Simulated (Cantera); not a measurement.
Input (Python, Cantera) and output of one run.

```python
import numpy as np
import cantera as ct

gas_names = [...]  # 109 gases of nasa_gas.yaml made of C, Cl, H, Si
cond_names = """
    C(gr) C6H6(L) C7H8(L) C8H18(L),n-octa Si(cr) Si(L) SiC(b)
""".split()


# ... load() reads the species with a 1 bar reference pressure and builds the phases ...
atoms = {
    'Si(CH3)4': {'Si': 1, 'C': 4, 'H': 12},
    'HCl': {'H': 1, 'CL': 1},
    'H2': {'H': 2},
}
top_T = {'C(gr)': 4500, 'SiC(b)': 3050}  # K; cautious upper limits of use, not melting points


# ... equilibrate(T, P, feed) seeds the gas with the atoms and calls Mixture.equilibrate('TP', solver="vcs", rtol=1e-11, max_steps=5000) ...
results = []
feed = {'Si(CH3)4': 1, 'HCl': 0.039, 'H2': 1.5}  # mol
T = 1673.15  # K
for P in [100, 270, 720, 1900, 5200, 14000, 37000, 100000]:
    mix = equilibrate(T, P, feed)
    results.append((T, P, feed, dict(zip(mix.species_names, mix.species_moles))))

top = {s: max(r[3][s] / sum(r[3][g] for g in gas_names) for r in results) for s in gas_names}
cols = sorted((s for s in top if top[s] > 0.001), key=lambda s: -top[s])[:7]
seen = [c for c in cond_names if any(r[3].get(c, 0) > 1e-12 for r in results)]
print("log10 of partial pressures in bar; condensed amounts in mol")
print(f"{'P/Pa':>10s}" + "".join(f"{s[:9]:>10s}" for s in cols + seen))
for T, P, feed, n in results:
    ng = sum(n[g] for g in gas_names)
    print(f"{P:10.4g}" + "".join(f"{np.log10(max(n[s] / ng * P / 1e5, 1e-99)):10.3f}" for s in cols)
          + "".join(f"{n.get(c, 0):10.4g}" for c in seen))
```

Output:

```
log10 of partial pressures in bar; condensed amounts in mol
      P/Pa        H2       HCL         H       CH4     C(gr)    SiC(b)
       100    -3.004    -5.288    -5.445    -8.924     2.999    0.9999
       270    -2.572    -4.856    -5.229    -8.060     2.999         1
       720    -2.146    -4.430    -5.016    -7.207     2.999         1
      1900    -1.724    -4.008    -4.805    -6.364     2.999         1
      5200    -1.287    -3.571    -4.586    -5.489     2.999         1
   1.4e+04    -0.856    -3.140    -4.371    -4.629     2.998         1
   3.7e+04    -0.434    -2.718    -4.160    -3.785     2.996         1
     1e+05    -0.003    -2.286    -3.944    -2.922      2.99         1
```

These are equilibrium values from Cantera (NASA tables, ideal gas, pure condensed phases), not measurements of a reactor.
